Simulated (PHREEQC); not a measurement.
1 kg of water meets 20 L of dry gas (H2 0.33, N2 0.67 by moles) at fixed total pressure, at 60 °C; fugacities by Peng-Robinson. The gases take part in no redox reaction, some water evaporates into the gas, and hydrates or a liquid gas phase aren't modelled. Precipitation was switched off in this run.

Model: ion-association model, phreeqc.dat, run in PHREEQC.

| P (atm) | dissolved H2 (mol/kgw) | φ of H2 | p of H2 (atm) | dissolved N2 (mol/kgw) | φ of N2 |
|---|---|---|---|---|---|
| 2 | 0.000432 | 1.001 | 0.595 | 0.000585 | 1.000 |
| 5 | 0.00115 | [?] | 1.58 | 0.00155 | 0.999 |
| 10 | 0.00233 | 1.004 | 3.23 | 0.00315 | 0.999 |
| 30 | 0.00700 | [?] | 9.83 | 0.00935 | 0.997 |
| 40 | 0.00929 | 1.015 | 13.1 | 0.0123 | 0.997 |
| 50 | 0.0115 | [?] | 16.4 | 0.0153 | 0.996 |
| 75 | 0.0170 | 1.028 | 24.7 | 0.0223 | 0.996 |
| 100 | 0.0224 | [?] | 32.9 | 0.0291 | 0.998 |
| 200 | 0.0420 | [?] | 65.9 | 0.0532 | 1.016 |
| 300 | 0.0593 | 1.128 | 98.8 | 0.0741 | 1.049 |
| 400 | 0.0746 | 1.179 | 132 | 0.0927 | 1.095 |

Q: Complete the blanks.

A: 
- 5, φ of H2: 1.002
- 30, φ of H2: 1.011
- 50, φ of H2: 1.018
- 100, φ of H2: 1.038
- 200, φ of H2: 1.081

Away from 25 °C the constants follow the database's enthalpies or fits; those with neither stay at their 25 °C values.
